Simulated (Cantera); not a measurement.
Input (Python, Cantera):

```python
import numpy as np
import cantera as ct

surf = ct.Interface("ptcombust.yaml", "Pt_surf")
gas = surf.adjacent["gas"]
gas.TPX = 300, 25000, {'CH4': 0.014, 'O2': 0.089, 'N2': 0.79}
jet = ct.ImpingingJet(gas=gas, width=0.049, surface=surf)
jet.inlet.mdot, jet.inlet.T, jet.inlet.X = 0.19, 300, {'CH4': 0.014, 'O2': 0.089, 'N2': 0.79}
jet.set_refine_criteria(ratio=10, slope=0.2, curve=0.3)
show, cover = ['CH4', 'O2', 'H2O', 'OH', 'CO', 'CO2'], ["PT(S)", "H(S)", "O(S)", "OH(S)", "CO(S)", "C(S)"]

rows = []
print(f"{'Ts/K':>7s}" + "".join(f"{s:>11s}" for s in show + cover) + "   (gas at the wall, coverages)")
for i, Ts in enumerate([900, 950, 1000, 1050, 1100, 1150, 1200, 1250]):
    jet.surface.T = Ts
    if i == 0:
        surf.TP = Ts, 25000
        surf.coverages = "PT(S):0.5, O(S):0.5"
        surf.advance_coverages(1.0)
        jet.set_initial_guess(products="inlet")
    jet.solve(loglevel=0, auto=(i == 0))
    rows.append([*(jet.X[gas.species_index(s), -1] for s in show), *surf[cover].coverages])
    print(f"{Ts:7g}" + "".join(f"{x:11.3e}" for x in rows[-1]))
```

Result:

```
   Ts/K        CH4         O2        H2O         OH         CO        CO2      PT(S)       H(S)       O(S)      OH(S)      CO(S)       C(S)   (gas at the wall, coverages)
    900  1.048e-02  8.863e-02  9.698e-03  1.401e-08  3.574e-06  6.330e-03  1.621e-01  5.714e-08  8.367e-01  1.206e-03  7.986e-06  2.841e-08
    950  7.813e-03  8.297e-02  1.463e-02  4.573e-08  3.672e-06  9.574e-03  2.234e-01  1.573e-07  7.752e-01  1.366e-03  6.252e-06  2.992e-08
   1000  5.678e-03  7.846e-02  1.855e-02  1.261e-07  3.587e-06  1.216e-02  2.884e-01  3.519e-07  7.102e-01  1.392e-03  4.475e-06  2.797e-08
   1050  4.177e-03  7.530e-02  2.128e-02  3.068e-07  3.480e-06  1.397e-02  3.543e-01  6.817e-07  6.443e-01  1.331e-03  3.116e-06  2.480e-08
   1100  3.161e-03  7.318e-02  2.310e-02  6.711e-07  3.434e-06  1.518e-02  4.195e-01  1.196e-06  5.792e-01  1.228e-03  2.188e-06  2.169e-08
   1150  2.471e-03  7.177e-02  2.429e-02  1.353e-06  3.470e-06  1.598e-02  4.826e-01  1.950e-06  5.163e-01  1.108e-03  1.573e-06  1.905e-08
   1200  1.991e-03  7.085e-02  2.508e-02  2.544e-06  3.603e-06  1.649e-02  5.429e-01  3.009e-06  4.561e-01  9.859e-04  1.166e-06  1.696e-08
   1250  1.644e-03  7.035e-02  2.550e-02  4.507e-06  4.025e-06  1.671e-02  5.994e-01  4.438e-06  3.997e-01  8.677e-04  9.014e-07  1.528e-08
```

Detailed kinetics in Cantera: Deutschmann's 1995 Pt surface mechanism with GRI-Mech 3.0 gas chemistry. Catalytic surfaces can have several steady states; this one follows from the mechanism file's or the stated starting coverage.
